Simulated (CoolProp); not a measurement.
Model: reference Helmholtz-energy equation of state, Setzmann 1991, in CoolProp.

For methane, give the phase and the Z, cp (kJ/(kg K)), speed of sound (m/s) at 216 K and 0.511 MPa; 216 K and 0.767 MPa; 216 K and 2.3 MPa.


- 216 K and 0.511 MPa: gas; Z 0.974, cp 2.17, speed of sound 380
- 216 K and 0.767 MPa: gas; Z 0.961, cp 2.21, speed of sound 377
- 216 K and 2.3 MPa: gas; Z 0.877, cp 2.54, speed of sound 361
